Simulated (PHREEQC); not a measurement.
PHREEQC input (ion-association model, wateq4f.dat):

```
SOLUTION_MASTER_SPECIES
  An  An-  0  An  62.0  # stands for a non-complexing anion
SOLUTION_SPECIES
  An- = An-
    -log_k 0
    -gamma 3.0 0
PHASES
  Fix_H+
    H+ = H+
    -log_k 0
SOLUTION 1
  temp 25
  units mmol/kgw
  pH 7 charge
  Cl 0.029
  Mn(2) 0.0025
  Ca 0.012
  Na 5
  An 5
END
SELECTED_OUTPUT 1
  -reset false
  -pH true
  -pe true
  -ionic_strength true
  -water true
  -totals Ca Cl Mn Na Mn(2) Mn(3) Mn(6) Mn(7)
  -molalities Hfo_wOH Hfo_wOH2+ Hfo_wO- Hfo_sOH Hfo_sOH2+ Hfo_sO- Hfo_sOMn+ Hfo_wOMn+ Hfo_sOHCa+2 Hfo_wOCa+
  -saturation_indices Portlandite Pyrochroite Halite
USER_PUNCH 1
  -headings sigma psi
  10 PUNCH EDL("sigma", "Hfo"), EDL("psi", "Hfo")
PRINT
  -reset false
USE solution 1
SURFACE 1
  Hfo_wOH 0.000182022 600 0.081
  Hfo_sOH 4.55056e-06
EQUILIBRIUM_PHASES 1
  Fix_H+ -3 HAn 10
    -force_equality true
END
# ... the last block is repeated for the other 16 points of pH, with NaOH or the acid as the point needs
```

Selected output (columns that matter, 13 of 17 rows; pH added in front):

```
pH	mu	Ca	Mn	Na	m_Hfo_wOH	m_Hfo_wOH2+	m_Hfo_wO-	m_Hfo_sOH	m_Hfo_sOH2+	si_Portlandite	si_Pyrochroite	si_Halite	sigma	psi
3	0.0061976	1.2e-05	2.5e-06	0.005	3.2876e-05	0.00014898	1.662e-07	8.219e-07	3.7245e-06	-21.862	-14.941	-8.4933	0.30285	0.21496
3.5	0.0054442	1.2e-05	2.5e-06	0.005	6.1287e-05	0.00012002	7.1695e-07	1.5322e-06	3.0005e-06	-20.854	-13.934	-8.4891	0.24279	0.20694
4.5	0.0051105	1.2e-05	2.4999e-06	0.005	0.00010945	6.8575e-05	4.0015e-06	2.7361e-06	1.7144e-06	-18.851	-11.93	-8.4872	0.13141	0.17706
5	0.005077	1.2e-05	2.4995e-06	0.005	0.00012386	5.1312e-05	6.8494e-06	3.0962e-06	1.2827e-06	-17.85	-10.93	-8.487	0.090486	0.15811
5.5	0.0050619	1.2e-05	2.4961e-06	0.005	0.00013236	3.9496e-05	1.0162e-05	3.3063e-06	9.8657e-07	-16.85	-9.9302	-8.4869	0.059704	0.13696
6.5	0.0050488	1.1997e-05	2.2696e-06	0.005	0.00013865	2.7139e-05	1.6227e-05	3.2944e-06	6.4486e-07	-14.85	-7.9714	-8.4868	0.022651	0.088634
7	0.0050436	1.1981e-05	1.4429e-06	0.005	0.00013944	2.3899e-05	1.8639e-05	2.6956e-06	4.6199e-07	-13.851	-7.1681	-8.4868	0.012816	0.06247
7.5	0.0050401	1.1887e-05	4.3332e-07	0.0050015	0.00013962	2.1562e-05	2.0711e-05	1.9172e-06	2.9609e-07	-12.854	-6.6907	-8.4866	0.0062371	0.035568
8.5	0.0050427	9.4747e-06	1.8213e-08	0.0050149	0.00013816	1.7239e-05	2.5366e-05	6.1168e-07	7.6323e-08	-10.953	-6.0697	-8.4855	-0.0029974	-0.01811
9	0.0050472	5.4176e-06	4.7008e-09	0.0050329	0.00013381	1.3931e-05	2.9443e-05	2.3531e-07	2.4498e-08	-10.195	-5.664	-8.484	-0.0078262	-0.043036
9.5	0.0050682	1.3307e-06	7.8541e-10	0.0050678	0.00012801	1.0974e-05	3.4208e-05	1.5802e-07	1.3547e-08	-9.8055	-5.4599	-8.4811	-0.014451	-0.067622
10.5	0.0053823	2.4366e-08	1.7144e-11	0.0053928	0.00011923	7.1636e-06	4.546e-05	1.7034e-07	1.0234e-08	-9.5479	-5.3143	-8.4559	-0.042046	-0.11765
11	0.0061354	3.7293e-09	4.0747e-12	0.0061528	0.0001102	4.9094e-06	5.6665e-05	1.9446e-07	8.6635e-09	-9.3747	-5.2113	-8.4028	-0.069149	-0.13954
```

Complexes and solids missing from the database can't appear. The oxide is taken as insoluble; below pH 4 it would dissolve.
